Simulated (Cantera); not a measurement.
What does this Cantera script print?

```python
import numpy as np
import cantera as ct

gas = ct.Solution("gri30.yaml")
gas.TPX = 675, 300000, {'CH4': 1, 'O2': 4.26, 'N2': 16}
inlet = ct.Reservoir(gas, clone=True)
gas.equilibrate("HP")  # start burning
reactor = ct.IdealGasConstPressureReactor(gas, energy="on", clone=False)
exhaust = ct.Reservoir(gas, clone=True)
tau = [0.02, 0.0091, 0.0042, 0.0019, 0.00087, 0.0004, 0.00018, 8.3e-05, 3.8e-05, 1.7e-05, 7.9e-06, 3.6e-06][0]
for a, b in ((inlet, reactor), (reactor, exhaust)):
    ct.MassFlowController(a, b, mdot=lambda t: reactor.mass / tau)
net = ct.ReactorNet([reactor])
show = ['CH4', 'O2', 'HO2', 'H2O', 'CO', 'CO2']

rows = []
print(f"{'tau/s':>10s}{'T/K':>9s}" + "".join(f"{s:>11s}" for s in show))
for tau in [0.02, 0.0091, 0.0042, 0.0019, 0.00087, 0.0004, 0.00018, 8.3e-05, 3.8e-05, 1.7e-05, 7.9e-06, 3.6e-06]:
    net.initial_time = 0.0
    net.advance(30 * tau)
    before = gas.X
    net.advance(40 * tau)
    drift = np.max(np.abs(gas.X - before) / (gas.X + 1e-9))
    rows.append([gas.T, *gas[show].X, drift])
    print(f"{tau:10.3e}{gas.T:9.1f}" + "".join(f"{x:11.3e}" for x in gas[show].X))
```

It prints:

```
     tau/s      T/K        CH4         O2        HO2        H2O         CO        CO2
 2.000e-02   1722.2  2.519e-05  1.063e-01  3.271e-06  9.357e-02  3.865e-04  4.660e-02
 9.100e-03   1718.3  4.239e-05  1.064e-01  5.334e-06  9.338e-02  6.722e-04  4.628e-02
 4.200e-03   1712.1  7.081e-05  1.066e-01  8.723e-06  9.311e-02  1.159e-03  4.574e-02
 1.900e-03   1701.5  1.214e-04  1.070e-01  1.451e-05  9.271e-02  2.034e-03  4.477e-02
 8.700e-04   1684.1  2.128e-04  1.079e-01  2.408e-05  9.210e-02  3.566e-03  4.307e-02
 4.000e-04   1653.8  4.020e-04  1.095e-01  4.070e-05  9.112e-02  6.366e-03  3.995e-02
 1.800e-04   1581.2  1.106e-03  1.145e-01  8.324e-05  8.867e-02  1.315e-02  3.214e-02
 8.300e-05    675.0  4.704e-02  2.004e-01  1.849e-15  3.902e-15  7.094e-16  1.259e-15
 3.800e-05    675.0  4.704e-02  2.004e-01  8.446e-16 -2.502e-19 -8.270e-20 -1.468e-19
 1.700e-05    675.0  4.704e-02  2.004e-01  3.781e-16  3.940e-20 -2.930e-23 -5.199e-23
 7.900e-06    675.0  4.704e-02  2.004e-01  1.759e-16  7.989e-21 -4.504e-26 -7.994e-26
 3.600e-06    675.0  4.704e-02  2.004e-01  8.051e-17  1.467e-21 -2.241e-28 -3.993e-28
```

Model: GRI-Mech 3.0 (53 species, 325 reactions), integrated in Cantera.
